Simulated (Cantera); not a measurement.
Feed: 1 mol Si, 5.4 mol F2, 0.56 mol N2, equilibrated at 1475 °C and 0.133 bar.

Equilibrium computed with Cantera from the NASA thermochemical tables; the gas is ideal and each condensed phase is pure. Candidate condensed phases: Si, Si3N4; 16 gas species. Equilibrium is a limit: real reactors are often held back by kinetics, nucleation or transport.

Base state: F 0.811, SiF4 0.120, N2 0.0671, F2 0.00176 (mole fractions); condensed: gas only.

Problem. What changes in the equilibrium state with this change: temperature from 1475 °C to 577 °C?

Solution. 
```json
[
 {"species": "F2", "before": "0.00176", "after": "0.574"},
 {"species": "SiF4", "before": "0.120", "after": "0.218"},
 {"species": "NF3", "before": "1.55e-9", "after": "0.0998"},
 {"species": "F", "before": "0.811", "after": "0.0356"},
 {"species": "N2", "before": "0.0671", "after": "0.0723"}
]
```

Problem. What changes in the equilibrium state with this change: temperature from 1475 °C to 825 °C?

Solution. 
```tsv
species	before	after
F	0.811	0.389
F2	0.00176	0.357
SiF4	0.120	0.163
N2	0.0671	0.0906
NF3	1.55e-9	0.000876
```
